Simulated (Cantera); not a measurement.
An isothermal, constant-pressure homogeneous reactor starts with 49.8 % C2H4, 49.8 % H2, 0.359 % H2O, at 1400 K and 100.0 Torr.

Cantera simulation using GRI-Mech 3.0 (53 species, 325 reactions); the numbers are that mechanism's predictions, not measurements. GRI-Mech 3.0 was tuned for natural gas; its chemistry of ethylene as a main component is partial and can be far from experiment. GRI-Mech 3.0 stops at C3 and has no aromatics, soot or wall deposition, so with more carbon than oxygen in the feed, carbon stays in small species such as C2H2 where larger ones or solid carbon would form.

x: mole fraction; the columns are a selection and need not sum to one.

```
t (s)     x C2H4   x H2     x CH4      x H     x CH2    x C2H6     x C2H
--------  ------  -----  --------  -------  --------  --------  --------
0.000800   0.498  0.498   4.57e-9  9.33e-8  3.96e-12   1.71e-7    <1e-12
0.00174    0.497  0.499   4.75e-8  2.11e-7  9.08e-12   8.06e-7    <1e-12
0.00380    0.496  0.499   5.09e-7  5.40e-7  2.33e-11   3.99e-6  1.67e-12
0.00828    0.491  0.500   6.64e-6  2.02e-6  8.66e-11   2.44e-5  1.76e-11
0.0180     0.467  0.508  0.000131  8.88e-6  3.64e-10  0.000171  3.46e-10
0.0393     0.375  0.538   0.00116  1.55e-5  5.15e-10  0.000343   2.28e-9
0.0857     0.223  0.587   0.00339  1.76e-5  3.81e-10  0.000243   5.32e-9
0.187     0.0859  0.631   0.00592  1.89e-5  2.38e-10  0.000102   7.97e-9
0.407        [?]  0.649       [?]  1.90e-5  1.81e-10       [?]   8.84e-9
0.887     0.0222  0.649       [?]  1.85e-5  1.96e-10   2.61e-5   8.74e-9
1.93      0.0220  0.645    0.0153  1.79e-5  2.39e-10   2.59e-5   8.46e-9
4.21      0.0217  0.637    0.0249  1.66e-5  3.05e-10   2.57e-5   7.90e-9
9.18      0.0211  0.624    0.0411  1.45e-5  3.71e-10   2.60e-5   7.01e-9
20.0      0.0204  0.607    0.0624  1.23e-5  4.07e-10   2.73e-5   6.04e-9
```

Question: What belongs in the gaps?

Answer: 
- 0.407, x C2H4: 0.0285
- 0.407, x CH4: 0.00793
- 0.407, x C2H6: 3.38e-5
- 0.887, x CH4: 0.0104
